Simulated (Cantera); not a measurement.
Input (Python, Cantera) and output of one run.

```python
import numpy as np
import cantera as ct

gas_names = """
    C CH CH2 CH3 CH2OH CH3O CH4 CH3OH CN CO CO2 COOH C2 C2H CHCO,ketyl C2H2,acetylene C2H2,vinylidene
    CH2CO,ketene C2H3,vinyl CH3CN CH3CO,acetyl C2H4 C2H4O,ethylen CH3CHO,ethanal CH3COOH (HCOOH)2 C2H5
    C2H6 CH3OCH3 C2H5OH CCN CNC C2N2 C2O C3 C3H3,propargyl C3H4,allene C3H4,propyne C3H4,cyclo-
    C3H5,allyl C3H6,propylene C3H6,cyclo- C3H6O C3H7,n-propyl C3H7,i-propyl C3H8 C3H8O,1propanol
    C3H8O,2propanol C3O2 C4 C4H2 C4H4,1,3-cyclo- C4H6,butadiene C4H6,2-butyne C4H6,cyclo- C4H8,1-butene
    C4H8,cis2-buten C4H8,tr2-butene C4H8,isobutene C4H8,cyclo- (CH3COOH)2 C4H9,n-butyl C4H9,i-butyl
    C4H9,s-butyl C4H9,t-butyl C4H10,isobutane C4H10,n-butane C4N2 C5 C5H6,1,3cyclo- C5H8,cyclo-
    C5H10,1-pentene C5H10,cyclo- C5H11,pentyl C5H11,t-pentyl C5H12,n-pentane C5H12,i-pentane
    CH3C(CH3)2CH3 C6H2 C6H5,phenyl C6H5O,phenoxy C6H6 C6H5OH,phenol C6H10,cyclo- C6H12,1-hexene
    C6H12,cyclo- C6H13,n-hexyl C7H7,benzyl C7H8 C7H8O,cresol C7H14,1-heptene C7H15,n-heptyl
    C7H16,n-heptane C8H8,styrene C8H10,ethylbenz C8H16,1-octene C8H17,n-octyl C8H18,isooctane
    C8H18,n-octane C9H19,n-nonyl C10H8,naphthale C10H21,n-decyl C12H9,o-bipheny C12H10,bipheny H HCN HCO
    HCCN HNC HNCO HNO HNO2 HNO3 HO2 H2 HCHO,formaldehy HCOOH H2O H2O2 N NCO NH NH2 NH3 NH2OH NO NO2 NO3
    N2 N2H2 N2H4 N2O O OH O2 O3 Si SiC SiC2 SiC4H12 SiH SiH2 SiH3 SiH4 SiN SiO SiO2 Si2 Si2C Si2N Si3
""".split()
cond_names = """
    C(gr) C6H6(L) C7H8(L) C8H18(L),n-octa H2O(s) H2O(L) Si(cr) Si(L) SiC(b) SiO2(Lqz) SiO2(hqz) SiO2(L)
    Si2N2O(s) Si3N4(a)
""".split()


def load(file, names, dense=False):
    # The tables refer to 1 bar. Condensed volumes are neglected.
    table = {s.name: s for s in ct.Species.list_from_file(file)}
    out = []
    for n in names:
        d = dict(table[n].input_data)
        d["thermo"] = dict(d["thermo"], **{"reference-pressure": 1e5})
        if dense:
            d["equation-of-state"] = {"model": "constant-volume", "density": "1e6 g/cm^3"}
        out.append(ct.Species.from_dict(d))
    return out


gas = ct.Solution(thermo="ideal-gas", species=load("nasa_gas.yaml", gas_names))
cond = {s.name: ct.Solution(thermo="fixed-stoichiometry", species=[s], name=s.name)
        for s in load("nasa_condensed.yaml", cond_names, dense=True)}
atoms = {
    'HMDSO': {'Si': 2, 'C': 6, 'H': 18, 'O': 1},
    'N2O': {'N': 2, 'O': 1},
    'H2': {'H': 2},
}
top_T = {'C(gr)': 4500, 'SiC(b)': 3050, 'Si2N2O(s)': 2100, 'Si3N4(a)': 2400}  # K; cautious upper limits of use, not melting points


def equilibrate(T, P, feed):
    n = {}
    for name, mol in feed.items():
        for a, k in atoms[name].items():
            n[a] = n.get(a, 0.0) + k * mol
    gas.TPX = T, P, n
    mass = sum(n.values()) * gas.mean_molecular_weight
    gas.equilibrate("TP")
    valid = [c for c in cond.values() if c.min_temp <= T <= top_T.get(c.name, c.max_temp)]
    mix = ct.Mixture([(gas, mass / gas.mean_molecular_weight)] + [(c, 0.0) for c in valid])
    mix.T, mix.P = T, P
    mix.equilibrate("TP", solver="vcs", rtol=1e-11, max_steps=5000)
    return mix


results = []
feed = {'HMDSO': 1, 'N2O': 0.61, 'H2': 2.4}  # mol
P = 500  # Pa
for T in [1250, 1350, 1450, 1550, 1650, 1750, 1850, 1950, 2050]:
    mix = equilibrate(T, P, feed)
    results.append((T, P, feed, dict(zip(mix.species_names, mix.species_moles))))
    x = sorted(zip(gas.X, gas.species_names), reverse=True)
    print(f"T = {T:g} K  P = {P:g} Pa  gas = {mix.phase_moles(0):.4g} mol")
    print("   x: " + "  ".join(f"{s} {v:.3e}" for v, s in x if v > 0.001))
    print("   condensed (mol): " + ("  ".join(f"{mix.phase(i).name} {mix.phase_moles(i):.4g}"
          for i in range(1, mix.n_phases) if mix.phase_moles(i) > 1e-12) or "none"))
```

Output:

```
T = 1250 K  P = 500 Pa  gas = 11.83 mol
   x: H2 9.633e-01  CO 3.654e-02
   condensed (mol): C(gr) 5.07  SiC(b) 0.4972  SiO2(hqz) 0.2841  Si2N2O(s) 0.6092
T = 1350 K  P = 500 Pa  gas = 12.49 mol
   x: H2 9.130e-01  CO 8.344e-02  N2 3.416e-03
   condensed (mol): C(gr) 4.093  SiC(b) 0.8645  Si2N2O(s) 0.5672
T = 1450 K  P = 500 Pa  gas = 13.62 mol
   x: H2 8.368e-01  CO 1.180e-01  N2 4.471e-02
   condensed (mol): C(gr) 2.393  SiC(b) 1.997
T = 1550 K  P = 500 Pa  gas = 13.62 mol
   x: H2 8.365e-01  CO 1.179e-01  N2 4.463e-02
   condensed (mol): C(gr) 2.393  SiC(b) 1.996
T = 1650 K  P = 500 Pa  gas = 13.63 mol
   x: H2 8.356e-01  CO 1.177e-01  N2 4.449e-02  H 1.174e-03
   condensed (mol): C(gr) 2.393  SiC(b) 1.994
T = 1750 K  P = 500 Pa  gas = 13.64 mol
   x: H2 8.337e-01  CO 1.175e-01  N2 4.425e-02  H 3.003e-03
   condensed (mol): C(gr) 2.39  SiC(b) 1.992
T = 1850 K  P = 500 Pa  gas = 13.67 mol
   x: H2 8.296e-01  CO 1.170e-01  N2 4.386e-02  H 6.939e-03  HCN 1.484e-03
   condensed (mol): C(gr) 2.384  SiC(b) 1.989
T = 1950 K  P = 500 Pa  gas = 13.72 mol
   x: H2 8.217e-01  CO 1.164e-01  N2 4.325e-02  H 1.469e-02  HCN 2.271e-03
   condensed (mol): C(gr) 2.374  SiC(b) 1.983
T = 2050 K  P = 500 Pa  gas = 13.83 mol
   x: H2 8.070e-01  CO 1.152e-01  N2 4.233e-02  H 2.882e-02  HCN 3.302e-03  SiO 1.201e-03  Si 1.015e-03
   condensed (mol): C(gr) 2.365  SiC(b) 1.967
```

Cantera equilibrium calculation (NASA polynomials, part measured and part estimated; ideal gas, pure solids and liquids). The feed counts by its element totals alone. Mutual solubility and eutectic melting of coexisting phases are not modelled. The tables hold silica as quartz up to 1696 K and as liquid above; real silica turns to tridymite and cristobalite and melts near 1996 K.
